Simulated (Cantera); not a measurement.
Standard-state values (1 bar) from the NASA 1993 polynomials, evaluated with Cantera. Values are per mole of reaction as written; species without (g) are pure solids or liquids, kept so even where they would boil at 1 bar. TaC: taken at fixed stoichiometry.

Task: Between 300 and 1925 K, where is each reaction favourable under standard conditions?
- C6H6(g) + 4 Ta → 4 TaC + 2 CH3(g)

Result: 
- C6H6(g) + 4 Ta → 4 TaC + 2 CH3(g): ΔG° is -402 kJ at 300 K and -637 kJ at 1925 K; it stays negative (K > 1). ΔH° is -356 kJ and ΔS° 146 J/K at 1925 K.
